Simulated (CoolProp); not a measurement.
Vapour-liquid equilibrium of carbon dioxide (1) + n-butane (2) at 274 K; x and y are mole fractions of (1).

Computed with CoolProp (multi-fluid Helmholtz-energy mixture model, Span 1996 and Bücker 2006; pair parameters Kunz 2012).

```json
[
 {"x": "0.05", "bubble pressure, mixture model (kPa)": "381.3", "bubble pressure, Raoult's law (kPa)": "279.5", "y, mixture model": "0.713", "y, Raoult's law": "0.638"},
 {"x": "0.15", "bubble pressure, mixture model (kPa)": "923.2", "bubble pressure, Raoult's law (kPa)": "625.2", "y, mixture model": "0.878", "y, Raoult's law": "0.855"},
 {"x": "0.25", "bubble pressure, mixture model (kPa)": "1394", "bubble pressure, Raoult's law (kPa)": "971.0", "y, mixture model": "0.917", "y, Raoult's law": "0.918"},
 {"x": "0.35", "bubble pressure, mixture model (kPa)": "1767", "bubble pressure, Raoult's law (kPa)": "1317", "y, mixture model": "0.934", "y, Raoult's law": "0.947"},
 {"x": "0.45", "bubble pressure, mixture model (kPa)": "2056", "bubble pressure, Raoult's law (kPa)": "1663", "y, mixture model": "0.944", "y, Raoult's law": "0.965"},
 {"x": "0.55", "bubble pressure, mixture model (kPa)": "2294", "bubble pressure, Raoult's law (kPa)": "2008", "y, mixture model": "0.951", "y, Raoult's law": "0.976"},
 {"x": "0.65", "bubble pressure, mixture model (kPa)": "2516", "bubble pressure, Raoult's law (kPa)": "2354", "y, mixture model": "0.957", "y, Raoult's law": "0.984"},
 {"x": "0.75", "bubble pressure, mixture model (kPa)": "2750", "bubble pressure, Raoult's law (kPa)": "2700", "y, mixture model": "0.965", "y, Raoult's law": "0.990"},
 {"x": "0.85", "bubble pressure, mixture model (kPa)": "3022", "bubble pressure, Raoult's law (kPa)": "3046", "y, mixture model": "0.975", "y, Raoult's law": "0.995"},
 {"x": "0.95", "bubble pressure, mixture model (kPa)": "3360", "bubble pressure, Raoult's law (kPa)": "3391", "y, mixture model": "0.989", "y, Raoult's law": "0.998"}
]
```

The largest gap from Raoult's law is +47.7 % in bubble pressure, at x = 0.15. No azeotrope shows between x = 0.05 and 0.95.

The pair parameters rest on a limited set of measurements; away from them the model extrapolates. The gap from Raoult's law changes sign with composition, which may be real or a fault of the pair parameters; it wasn't checked against measurements.
